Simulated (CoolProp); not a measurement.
Vapour-liquid equilibrium of p-xylene (1) + n-nonane (2) at 262.35 °C; x and y are mole fractions of (1).

The numbers come from the multi-fluid Helmholtz-energy mixture model, Zhou 2012 and Lemmon 2006; pair parameters Bell 2016 in CoolProp.

| x | bubble pressure (bar) | y at the bubble point | dew pressure at overall composition x (bar) | liquid density (mol/L) |
|---|---|---|---|---|
| 0.05 | 9.817 | 0.058 | 9.799 | 3.814 |
| 0.15 | 10.06 | 0.170 | 10.02 | 3.956 |
| 0.25 | 10.30 | 0.278 | 10.24 | 4.109 |
| 0.35 | 10.52 | 0.382 | 10.45 | 4.272 |
| 0.45 | 10.75 | 0.484 | 10.67 | 4.448 |
| 0.55 | 10.96 | 0.583 | 10.89 | 4.637 |
| 0.65 | 11.18 | 0.680 | 11.11 | 4.839 |
| 0.75 | 11.40 | 0.775 | 11.34 | 5.057 |
| 0.85 | 11.62 | 0.867 | 11.58 | 5.292 |
| 0.95 | 11.85 | 0.956 | 11.83 | 5.546 |

No azeotrope shows between x = 0.05 and 0.95.

Pair parameters are fitted to limited data, so mixtures are less certain than the pure fluids.
